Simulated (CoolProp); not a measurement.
Model: reference Helmholtz-energy equation of state, Lemmon 2006, in CoolProp. It is a short technical equation, of lower accuracy than the large ones.

Q: For toluene, give the phase and the density (kg/m³), cv (kJ/(kg K)), isothermal compressibility (1/MPa), Prandtl number at 368 K and 1.01 bar.

A: 
- 368 K and 1.01 bar: liquid; density 795, cv 1.48, isothermal compressibility 0.00159, Prandtl number 4.90

Viscosity comes from a separate model (Avgeri 2015). Thermal conductivity comes from a separate model (Assael 2012).
